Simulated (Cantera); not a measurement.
Charge: 1 mol ZrN, 1.6 mol H₂, at 2473 K and 770000 Pa.

Cantera equilibrium calculation (NASA polynomials, part measured and part estimated; ideal gas, pure solids and liquids). Candidate condensed phases: Zr, ZrN; 11 gas species. ZrN: taken at fixed stoichiometry. The numbers say what is thermodynamically allowed, not how fast it happens.

Base state: H₂ 0.992, H 0.00800 (mole fractions); condensed: ZrN(s).

Q: What changes in the equilibrium state with this change: ZrN replaced by BN?

A: 
| species | before | after |
|---|---|---|
| H₂ | 0.992 | 0.982 |
| H | 0.00800 | 0.00796 |
| N₂ | 2.02e-7 | 0.00591 |
| BH₂ | 0 | 0.00358 |
| BH₃ | 0 | 0.000226 |
| BH | 0 | 1.34e-5 |
| ZrN(s), mol | 1.000 | 0 |
| B(l), mol | 0 | 0.0129 |
| BN(s), mol | 0 | 0.981 |
Mutual solubility and eutectic melting of coexisting phases are not modelled. The tables' values for BH₂ are old estimates; treat these amounts as uncertain. Gases not in the tables: B₂H₆ and higher boranes. Further candidate phases: B, BN.
